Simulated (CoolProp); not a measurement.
Vinyl chloride at 308.02 K and 0.927 MPa is throttled through a valve to 0.439 MPa with no heat exchange. Each further row changes one setting.

Model: reference Helmholtz-energy equation of state, Thol 2022, in CoolProp.

```csv
case,temperature change (K),final phase,final density (kg/m³)
as stated,?,"two-phase, vapour fraction 0.031",?
outlet pressure 0.132 MPa,-42.1,?,?
outlet pressure 0.571 MPa,+0.1,liquid,880
```

Q: What belongs in the gaps?

A: 
- as stated, temperature change (K): -6.3
- as stated, final density (kg/m³): 271
- outlet pressure 0.132 MPa, final phase: two-phase, vapour fraction 0.183
- outlet pressure 0.132 MPa, final density (kg/m³): 20.7
